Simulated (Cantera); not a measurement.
An adiabatic, constant-pressure homogeneous reactor starts with 49.2 % H2, 10.7 % O2, 40.2 % N2, equivalence ratio 2.3, at 1798 K and 0.390 bar.

Model: the H2/O2 subset of GRI-Mech 3.0, which has no nitrogen chemistry, integrated in Cantera.

One state of this run: T (K) = 1890; x H2 = 0.287; x O2 = 0.0300; x HO2 = 5.22e-6; x H2O2 = 1.67e-7; x O = 0.00723; x H2O = 0.136; x H = 0.127. x: mole fraction; the columns are a selection and need not sum to one.

**Question.** Which value of t (s) does it belong to?
A) 4.22e-5
B) 5.00
C) 0.00927
D) 1.72e-5

**Answer.** D, 1.72e-5
